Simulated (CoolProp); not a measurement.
The numbers come from the reference Helmholtz-energy equation of state, Span 1996 in CoolProp.

Give the vapour pressure (MPa), liquid density (kg/m³), vapour density (kg/m³), enthalpy of vaporisation (kJ/kg) of saturated carbon dioxide at 226.9, 243.2, 248.6 K.


```tsv
T (K)	p (MPa)	liquid density (kg/m³)	vapour density (kg/m³)	enthalpy of vaporisation (kJ/kg)
226.9	0.792	1140	20.7	333
243.2	1.43	1080	37.2	303
248.6	1.71	1050	44.5	292
```
